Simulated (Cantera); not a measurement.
Gas mixture: N2O = 0.13 (molar parts), at 31.5 Torr, frozen composition.

Cantera's kinetic-theory transport with the Lennard-Jones parameters of GRI-Mech 3.0, ideal gas; thermal conductivity in the mixture-averaged form. The composition is frozen, though it would react at the higher temperatures.

D: mixture-averaged diffusion coefficient of that species in the mixture.

```json
[
 {"T (K)": "400", "ρ (kg/m³)": "0.0556", "cp (J/kg/K)": "970.3", "μ (µPa s)": "19.5", "λ (mW/m/K)": "25.5", "Pr": "0.741", "D (cm²/s) H2": "26.0", "D (cm²/s) H2O": "7.05", "D (cm²/s) CH4": "7.01"},
 {"T (K)": "550", "ρ (kg/m³)": "0.0404", "cp (J/kg/K)": "1073", "μ (µPa s)": "25.5", "λ (mW/m/K)": "37.0", "Pr": "0.739", "D (cm²/s) H2": "44.8", "D (cm²/s) H2O": "13.1", "D (cm²/s) CH4": "12.4"},
 {"T (K)": "700", "ρ (kg/m³)": "0.0318", "cp (J/kg/K)": "1150", "μ (µPa s)": "30.8", "λ (mW/m/K)": "47.9", "Pr": "0.739", "D (cm²/s) H2": "67.3", "D (cm²/s) H2O": "20.6", "D (cm²/s) CH4": "18.9"},
 {"T (K)": "850", "ρ (kg/m³)": "0.0262", "cp (J/kg/K)": "1210", "μ (µPa s)": "[?]", "λ (mW/m/K)": "[?]", "Pr": "0.739", "D (cm²/s) H2": "[?]", "D (cm²/s) H2O": "[?]", "D (cm²/s) CH4": "[?]"},
 {"T (K)": "1000", "ρ (kg/m³)": "0.0222", "cp (J/kg/K)": "1255", "μ (µPa s)": "40.0", "λ (mW/m/K)": "68.0", "Pr": "0.739", "D (cm²/s) H2": "122", "D (cm²/s) H2O": "39.4", "D (cm²/s) CH4": "34.9"},
 {"T (K)": "1150", "ρ (kg/m³)": "0.0193", "cp (J/kg/K)": "1285", "μ (µPa s)": "[?]", "λ (mW/m/K)": "[?]", "Pr": "0.736", "D (cm²/s) H2": "[?]", "D (cm²/s) H2O": "[?]", "D (cm²/s) CH4": "[?]"}
]
```

### Question
Complete the blanks.

### Answer

- 850, μ (µPa s): 35.6
- 850, λ (mW/m/K): 58.2
- 850, D (cm²/s) H2: 93.1
- 850, D (cm²/s) H2O: 29.4
- 850, D (cm²/s) CH4: 26.5
- 1150, μ (µPa s): 44.1
- 1150, λ (mW/m/K): 77.1
- 1150, D (cm²/s) H2: 154
- 1150, D (cm²/s) H2O: 50.4
- 1150, D (cm²/s) CH4: 44.2
